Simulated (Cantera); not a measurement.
# Equilibrium for boron, boron nitride and boron oxide: B2H6 + O2

A closed system holds: 1 mol B2H6, 0.14 mol O2, equilibrated at 1173.15 K and 15.0 mbar.

These are equilibrium values from Cantera (NASA tables, ideal gas, pure condensed phases), not measurements of a reactor. Candidate condensed phases: B, B2O3, B3O3H3, H2O; 23 gas species. The feed counts by its element totals alone. Mutual solubility and eutectic melting of coexisting phases are not modelled. Rates play no part.

| Item | Value |
|---|---|
| x(H2) | 0.999 |
| x(B3O3H3) | 0.000831 |
| x(HBO) | 0.000300 |
| x(HBO2) | 2.84e-6 |
| x(B2O2) | 2.11e-6 |
| n(B(s)) | 1.81 mol |
| n(B2O3(l)) | 0.0905 mol |
| gas amount | 2.999 mol |
| log10 activity of B3O3H3(s) (absent) | -8.76 |
